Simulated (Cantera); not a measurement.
**Pyrogenic steam for wet oxidation**

An isothermal, constant-pressure homogeneous reactor starts with 33.2 % H2, 33.6 % O2, 33.2 % N2, equivalence ratio 0.49, at 1275 K and 1.00 bar.

Cantera simulation using GRI-Mech 3.0 (53 species, 325 reactions); the numbers are that mechanism's predictions, not measurements. The temperature is held fixed by assumption; the heat of reaction is taken as removed at once.

```tsv
t (s)	x H2	x O2	x N2O	x NO	x O
5.00e-5	0.00437	0.204	9.43e-8	4.39e-6	0.000874
0.000117	0.00107	0.203	1.07e-7	4.30e-6	0.000121
0.000272	0.000267	0.203	1.12e-7	4.20e-6	2.52e-5
0.000633	4.96e-5	0.203	1.14e-7	4.19e-6	6.41e-6
0.00148	6.08e-6	0.203	1.16e-7	4.26e-6	1.97e-6
0.00344	7.42e-7	0.203	1.16e-7	4.34e-6	7.10e-7
0.00802	2.06e-7	0.203	1.16e-7	4.40e-6	2.83e-7
0.0187	9.02e-8	0.203	1.13e-7	4.41e-6	1.24e-7
0.0436	5.60e-8	0.203	1.06e-7	4.41e-6	6.67e-8
0.102	4.95e-8	0.203	9.10e-8	4.40e-6	5.18e-8
0.237	4.91e-8	0.203	6.40e-8	4.40e-6	5.07e-8
0.552	4.91e-8	0.203	3.13e-8	4.40e-6	5.07e-8
1.29	4.91e-8	0.203	1.34e-8	4.40e-6	5.07e-8
3.00	4.91e-8	0.203	1.13e-8	4.40e-6	5.07e-8
```
x: mole fraction; the columns are a selection and need not sum to one.

Equilibrium at this temperature and pressure: H2 4.91e-8, O2 0.203, N2O 1.13e-8, NO 0.000236, O 5.07e-8 (gas phase only).
